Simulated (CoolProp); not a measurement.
Vapour pressure (kPa) of dodecamethylcyclohexasiloxane (D6): the reference equation beside estimates from Tc = 645.8 K, pc = 961.4 kPa, ω = 0.736.

Computed with CoolProp (reference Helmholtz-energy equation of state, Colonna 2008). It is a short technical equation, of lower accuracy than the large ones.

| T (K) | reference | Lee-Kesler | van der Waals | Redlich-Kwong | Soave-Redlich-Kwong | Peng-Robinson |
|---|---|---|---|---|---|---|
| 383.7 | 1.193 | 1.201 | 78.93 | 17.76 | 1.185 | 1.346 |
| 387.3 | 1.420 | 1.427 | 83.32 | 19.60 | 1.410 | 1.592 |
| 390.9 | 1.684 | 1.689 | 87.88 | 21.59 | 1.670 | 1.875 |
| 394.5 | 1.988 | 1.991 | 92.60 | 23.73 | 1.971 | 2.201 |
| 398.1 | 2.337 | 2.339 | 97.49 | 26.02 | 2.318 | 2.574 |
| 401.8 | 2.749 | 2.748 | 102.7 | 28.55 | 2.727 | 3.012 |
| 405.4 | 3.207 | 3.204 | 107.9 | 31.18 | 3.182 | 3.498 |
| 409 | 3.729 | 3.722 | 113.4 | 34.00 | 3.700 | 4.048 |
| 412.6 | 4.319 | 4.310 | 119.0 | 37.00 | 4.288 | 4.670 |
| 416.2 | 4.986 | 4.974 | 124.7 | 40.19 | 4.953 | 5.370 |
| 419.8 | 5.737 | 5.722 | 130.7 | 43.58 | 5.703 | 6.157 |

Absolute difference from the reference over all 11 rows, mean and median: Lee-Kesler 0.2 and 0.2 %, van der Waals 3918.9 and 3635.9 %, Redlich-Kwong 973.0 and 938.6 %, Soave-Redlich-Kwong 0.7 and 0.8 %, Peng-Robinson 9.8 and 9.6 %.
